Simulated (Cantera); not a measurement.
Hydrocarbon pyrolysis for carbon deposition

An isothermal, constant-pressure homogeneous reactor starts with 9.09 % CH4, 90.9 % N2, at 1675 K and 0.0533 atm.

Model: GRI-Mech 3.0 (53 species, 325 reactions), integrated in Cantera. GRI-Mech 3.0 stops at C3 and has no aromatics, soot or wall deposition, so with more carbon than oxygen in the feed, carbon stays in small species such as C2H2 where larger ones or solid carbon would form.

```
t (s)        x CH4    x C2H6     x CH3       x H    x C2H2    x C2H4
--------  --------  --------  --------  --------  --------  --------
0.000300    0.0909   4.30e-9   2.36e-5   2.68e-7  2.21e-11   1.13e-8
0.000756    0.0908   6.07e-8   5.98e-5   2.77e-7   1.02e-9   1.97e-7
0.00191     0.0907   7.08e-7  0.000150   3.41e-7   4.46e-8   3.21e-6
0.00481     0.0904   6.18e-6  0.000368   7.43e-7   1.94e-6   4.93e-5
0.0121      0.0884   3.76e-5  0.000836   3.48e-6   8.64e-5  0.000645
0.0306      0.0752   8.96e-5   0.00128   2.09e-5   0.00290   0.00375
0.0771      0.0481   3.73e-5  0.000851   5.37e-5    0.0175   0.00181
0.194       0.0248   1.05e-5  0.000469   8.64e-5    0.0297  0.000378
0.490      0.00976   2.04e-6  0.000215  0.000122    0.0370   7.33e-5
1.24       0.00312   2.65e-7   8.07e-5  0.000154    0.0402   2.25e-5
3.12      0.000990   3.02e-8   2.78e-5  0.000171    0.0412   1.69e-5
7.86      0.000348   3.95e-9   9.99e-6  0.000176    0.0415   1.65e-5
19.8      0.000142  7.49e-10   4.09e-6  0.000177    0.0416   1.65e-5
50.0       8.26e-5  3.24e-10   2.39e-6  0.000178    0.0416   1.65e-5
```
x: mole fraction; the columns are a selection and need not sum to one.

Equilibrium at this temperature and pressure: CH4 4.23e-5, C2H6 9.00e-11, CH3 1.22e-6, H 0.000178, C2H2 0.0128, C2H4 5.09e-6 (gas phase only).
